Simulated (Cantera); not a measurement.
A closed system holds: 1 mol BCl₃, 2.1 mol H₂O, at 1200 K and 0.130 bar.

Cantera equilibrium calculation (NASA polynomials, part measured and part estimated; ideal gas, pure solids and liquids). Candidate condensed phases: B, B₂O₃, B₃O₃H₃, H₂O; 33 gas species. Gases not in the tables: H₃BO₃. Equilibrium is a limit: real reactors are often held back by kinetics, nucleation or transport.

Base state: HCl 0.833, H₂O 0.166, HBO₂ 0.000939, (HBO₂)₃ 0.000284, Cl 5.72e-5, H₂ 4.77e-5, Cl₂ 1.91e-5 (mole fractions); condensed: B₂O₃(l).

### Question
What changes in the equilibrium state with this change: H₂O from 2.1 to 0.85 mol?

### Answer
| species | before | after |
|---|---|---|
| HCl | 0.833 | 0.797 |
| BCl₃ | 4.80e-8 | 0.159 |
| B₃O₃Cl₃ | 1.33e-8 | 0.0441 |
| H₂O | 0.166 | 6.82e-6 |
| (HBO₂)₃ | 0.000284 | <1e-9 |
| HBO₂ | 0.000939 | 6.02e-6 |
| B₂O₃(l), mol | 0.497 | 0.189 |
The tables' values for BOCl are old estimates; treat these amounts as uncertain.

### Question
What changes in the equilibrium state with this change: pressure from 0.130 bar to 0.0430 bar?

### Answer
| species | before | after |
|---|---|---|
| HCl | 0.833 | 0.833 |
| H₂O | 0.166 | 0.165 |
| HBO₂ | 0.000939 | 0.00163 |
| (HBO₂)₃ | 0.000284 | 0.000163 |
| Cl | 5.72e-5 | 8.89e-5 |
| Cl₂ | 1.91e-5 | 1.52e-5 |
| B₂O₃(l), mol | 0.497 | 0.496 |

### Question
What changes in the equilibrium state with this change: 1.8 mol Cl₂ added?

### Answer
```json
[
 {"species": "HCl", "before": "0.833", "after": "0.706"},
 {"species": "Cl₂", "before": "1.91e-5", "after": "0.226"},
 {"species": "O₂", "before": "1.50e-8", "after": "0.0442"},
 {"species": "H₂O", "before": "0.166", "after": "0.0173"},
 {"species": "HBO₂", "before": "0.000939", "after": "0.000303"},
 {"species": "ClO", "before": "<1e-9", "after": "1.86e-5"},
 {"species": "H₂", "before": "4.77e-5", "after": "2.89e-9"},
 {"species": "HOCl", "before": "8.39e-9", "after": "1.22e-5"},
 {"species": "B₂O₃(l), mol", "before": "0.497", "after": "0.499"}
]
```
